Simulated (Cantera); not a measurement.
An isothermal, constant-pressure homogeneous reactor starts with 0.804 % H2, 53.6 % O2, 45.6 % N2, equivalence ratio 0.0075, at 1425 K and 0.0132 atm.

Computed with Cantera and the H2/O2 subset of GRI-Mech 3.0, which has no nitrogen chemistry. Radical loss at walls, strong at low pressure, is not modelled.

x: mole fraction; the columns are a selection and need not sum to one.

```json
[
 {"t (s)": "5.00e-5", "x H2": "0.00804", "x O2": "0.536", "x OH": "3.36e-9", "x H2O2": "<1e-12", "x H2O": "2.10e-10", "x HO2": "7.08e-9"},
 {"t (s)": "0.000141", "x H2": "0.00804", "x O2": "0.536", "x OH": "1.59e-8", "x H2O2": "4.65e-12", "x H2O": "?", "x HO2": "2.00e-8"},
 {"t (s)": "0.000397", "x H2": "0.00804", "x O2": "0.536", "x OH": "7.28e-8", "x H2O2": "3.35e-11", "x H2O": "?", "x HO2": "5.61e-8"},
 {"t (s)": "0.00112", "x H2": "0.00804", "x O2": "0.536", "x OH": "6.94e-7", "x H2O2": "2.09e-10", "x H2O": "?", "x HO2": "1.58e-7"},
 {"t (s)": "0.00316", "x H2": "0.00780", "x O2": "0.536", "x OH": "0.000128", "x H2O2": "9.69e-10", "x H2O": "?", "x HO2": "4.35e-7"},
 {"t (s)": "0.00890", "x H2": "5.56e-5", "x O2": "0.529", "x OH": "0.00115", "x H2O2": "7.18e-9", "x H2O": "0.00725", "x HO2": "3.07e-7"},
 {"t (s)": "0.0251", "x H2": "4.42e-5", "x O2": "0.529", "x OH": "0.00109", "x H2O2": "6.71e-9", "x H2O": "0.00730", "x HO2": "2.95e-7"},
 {"t (s)": "0.0707", "x H2": "4.11e-5", "x O2": "0.529", "x OH": "0.00105", "x H2O2": "6.55e-9", "x H2O": "0.00734", "x HO2": "2.84e-7"},
 {"t (s)": "0.199", "x H2": "3.39e-5", "x O2": "0.530", "x OH": "0.000958", "x H2O2": "6.09e-9", "x H2O": "0.00744", "x HO2": "2.58e-7"},
 {"t (s)": "0.562", "x H2": "2.13e-5", "x O2": "0.532", "x OH": "0.000760", "x H2O2": "5.01e-9", "x H2O": "0.00761", "x HO2": "2.00e-7"},
 {"t (s)": "1.58", "x H2": "8.35e-6", "x O2": "0.533", "x OH": "0.000477", "x H2O2": "3.12e-9", "x H2O": "0.00781", "x HO2": "1.15e-7"},
 {"t (s)": "4.46", "x H2": "2.03e-6", "x O2": "0.534", "x OH": "0.000235", "x H2O2": "1.29e-9", "x H2O": "0.00795", "x HO2": "4.61e-8"},
 {"t (s)": "12.6", "x H2": "4.02e-7", "x O2": "0.534", "x OH": "0.000105", "x H2O2": "3.83e-10", "x H2O": "0.00802", "x HO2": "1.95e-8"},
 {"t (s)": "35.5", "x H2": "1.00e-7", "x O2": "0.534", "x OH": "5.24e-5", "x H2O2": "1.25e-10", "x H2O": "0.00805", "x HO2": "1.90e-8"},
 {"t (s)": "100", "x H2": "6.38e-8", "x O2": "0.534", "x OH": "4.18e-5", "x H2O2": "8.99e-11", "x H2O": "0.00805", "x HO2": "2.14e-8"}
]
```

### Question
Fill in the missing entries.

### Answer

- 0.000141, x H2O: 3.05e-9
- 0.000397, x H2O: 3.88e-8
- 0.00112, x H2O: 7.52e-7
- 0.00316, x H2O: 0.000170
